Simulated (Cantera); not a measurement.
A Cantera script and its output.

```python
import numpy as np
import cantera as ct

surf = ct.Interface("ptcombust.yaml", "Pt_surf")
gas = surf.adjacent["gas"]
gas.TPX = 750, 100000, {'CO': 0.0096, 'O2': 0.19, 'N2': 0.79}
surf.TP = 750, 100000
reactor = ct.FlowReactor(gas, clone=False)
reactor.area = 0.0001  # m2
reactor.surface_area_to_volume_ratio = 2400  # 1/m
reactor.mass_flow_rate = 1.2 * reactor.area * gas.density  # inlet velocity 1.2 m/s
reactor.energy_enabled = False
wall = ct.ReactorSurface(surf, reactor, clone=False)
net = ct.ReactorNet([reactor])
net.rtol, net.atol = 1e-8, 1e-16
show, cover = ['CO', 'O2', 'H2O', 'CO2'], ['PT(S)', 'H(S)', 'O(S)', 'OH(S)', 'CO(S)', 'C(S)']

rows = []
print(f"{'z/m':>9s}{'u/(m/s)':>9s}" + "".join(f"{s:>13s}" for s in show + cover))
for z in [9.9e-05, 0.00019, 0.00037, 0.00071, 0.0014, 0.0027, 0.0051, 0.0099]:
    net.advance(z)
    rows.append([reactor.speed, *gas[show].X, *surf[cover].coverages])
    print(f"{z:9.4g}{rows[-1][0]:9.3g}" + "".join(f"{x:13.4e}" for x in rows[-1][1:]))
```

Result:

```
      z/m  u/(m/s)           CO           O2          H2O          CO2        PT(S)         H(S)         O(S)        OH(S)        CO(S)         C(S)
  9.9e-05      1.2   9.1069e-03   1.9176e-01  -1.0618e-28   5.9686e-04   2.9814e-02  -1.1920e-25   9.6701e-01  -1.0145e-20   3.1803e-03   9.6009e-17
  0.00019      1.2   8.6967e-03   1.9159e-01  -6.4332e-29   1.0091e-03   2.7412e-02   5.6304e-23   9.7003e-01   1.2523e-17   2.5596e-03   7.0822e-17
  0.00037      1.2   8.0658e-03   1.9133e-01  -4.0617e-29   1.6430e-03   2.4679e-02   8.0685e-25   9.7340e-01   1.0706e-18   1.9178e-03   4.7609e-17
  0.00071      1.2   7.1958e-03   1.9098e-01  -1.6055e-29   2.5173e-03   2.2017e-02  -5.2005e-23   9.7663e-01   1.8162e-19   1.3573e-03   2.9961e-17
   0.0014      1.2   5.9946e-03   1.9049e-01  -1.2634e-28   3.7243e-03   1.9483e-02   3.6396e-26   9.7963e-01   8.6399e-20   8.8289e-04   1.7193e-17
   0.0027      1.2   4.5660e-03   1.8991e-01  -1.0654e-28   5.1599e-03   1.7398e-02   1.9539e-24   9.8207e-01  -9.9780e-19   5.3495e-04   9.2791e-18
   0.0051      1.2   3.0363e-03   1.8929e-01   3.7382e-29   6.6971e-03   1.5787e-02   3.0798e-25   9.8392e-01   6.5198e-19   2.9239e-04   4.5937e-18
   0.0099      1.2   1.5313e-03   1.8868e-01   7.1570e-29   8.2094e-03   1.4582e-02  -2.2782e-22   9.8529e-01   1.2336e-17   1.2564e-04   1.8206e-18
```

Model: Deutschmann's 1995 Pt surface mechanism with GRI-Mech 3.0 gas chemistry, integrated in Cantera. Catalytic surfaces can have several steady states; this one follows from the mechanism file's or the stated starting coverage. Mass transfer to the wall is taken as infinitely fast.
